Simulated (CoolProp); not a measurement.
The numbers come from the reference Helmholtz-energy equation of state, Zhou 2012 in CoolProp.

Problem. Give the vapour pressure (bar), vapour density (kg/m³), liquid conductivity (mW/(m K)) of saturated o-xylene at 401.7, 424.7 K.

Solution. 
| T (K) | p (bar) | vapour density (kg/m³) | liquid conductivity (mW/(m K)) |
|---|---|---|---|
| 401.7 | 0.654 | 2.15 | 104 |
| 424.7 | 1.22 | 3.88 | 99.0 |

Thermal conductivity comes from a separate model (Mylona 2014).
